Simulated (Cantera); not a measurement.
An isothermal, constant-pressure homogeneous reactor starts with H2 : O2 : N2 = 0.014 : 1 : 0.99 (molar parts), at 1325 K and 1500 Pa.

Detailed kinetics in Cantera: the H2/O2 subset of GRI-Mech 3.0, which has no nitrogen chemistry. Radical loss at walls, strong at low pressure, is not modelled.

x: mole fraction; the columns are a selection and need not sum to one.

| t (s) | x H2 | x O2 | x HO2 | x H2O2 | x O | x H2O |
|---|---|---|---|---|---|---|
| 4.00e-5 | 0.00699 | 0.499 | 1.22e-9 | <1e-12 | 4.15e-10 | 1.69e-11 |
| 0.000104 | 0.00699 | 0.499 | (withheld) | <1e-12 | (withheld) | 2.23e-10 |
| 0.000271 | 0.00699 | 0.499 | 8.29e-9 | 1.86e-12 | 8.32e-9 | 2.43e-9 |
| 0.000704 | 0.00699 | 0.499 | 2.16e-8 | 1.19e-11 | 4.10e-8 | 2.63e-8 |
| 0.00183 | 0.00699 | 0.499 | 5.66e-8 | 6.97e-11 | 5.35e-7 | 5.50e-7 |
| 0.00477 | 0.00669 | 0.499 | 3.47e-7 | 9.01e-10 | 0.000188 | 0.000213 |
| 0.0124 | 4.81e-5 | 0.493 | 4.42e-7 | 1.09e-8 | 0.00589 | 0.00638 |
| 0.0323 | 3.62e-5 | 0.493 | 4.16e-7 | 9.85e-9 | 0.00561 | 0.00644 |
| 0.0839 | 3.17e-5 | 0.493 | 3.91e-7 | 9.53e-9 | 0.00487 | 0.00650 |
| 0.218 | (withheld) | 0.494 | (withheld) | (withheld) | (withheld) | 0.00660 |
| 0.568 | 1.20e-5 | 0.496 | 2.37e-7 | 6.91e-9 | 0.00178 | 0.00675 |
| 1.48 | 3.96e-6 | 0.497 | 1.23e-7 | 4.10e-9 | 0.000582 | 0.00688 |
| 3.84 | 9.31e-7 | 0.497 | 4.61e-8 | 1.65e-9 | 0.000136 | 0.00695 |
| 10.0 | 1.98e-7 | 0.497 | 1.49e-8 | 5.00e-10 | 2.87e-5 | 0.00698 |

Q: Complete the blanks.

A: 
- 0.000104, x HO2: 3.18e-9
- 0.000104, x O: 2.00e-9
- 0.218, x H2: 2.31e-5
- 0.218, x HO2: 3.35e-7
- 0.218, x H2O2: 8.73e-9
- 0.218, x O: 0.00351
